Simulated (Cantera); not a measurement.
Feed: 1 mol Si, 0.64 mol O₂, 300 mol H₂, 0.55 mol CO₂, equilibrated at 725 °C.

Cantera equilibrium calculation (NASA polynomials, part measured and part estimated; ideal gas, pure solids and liquids). Candidate condensed phases: C, C₆H₆, C₇H₈, C₈H₁₈, H₂O, Si, SiC, SiO₂; 123 gas species. The numbers say what is thermodynamically allowed, not how fast it happens.

### Question
At 12.0 Torr, list the 4 most abundant gas species with their mole fractions, and the condensed phases.

### Answer
H₂ 0.998, CO 0.00124, CH₄ 0.000588, H₂O 2.15e-5. Condensed: SiO₂(β-quartz).
